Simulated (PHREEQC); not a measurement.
Make-up at 25 °C: 1.6 mol KCl, 0.11 mol MnCl2 and 4.7 mol MgCl2 per kg of water. Closed to the air; pH follows from the charge balance.

Model: Pitzer model, pitzer.dat, run in PHREEQC.

Precipitation was switched off in this run.

### Question
What pH, osmotic coefficient does the model give?

### Answer
pH 3.07; osmotic coefficient 2.798.

Saturation is exceeded, for instance for Sylvite, Carnallite; the values hold only as long as no solid forms. Species that the database lacks are ignored. In brines, pH and single-ion activities rest on the MacInnes convention.
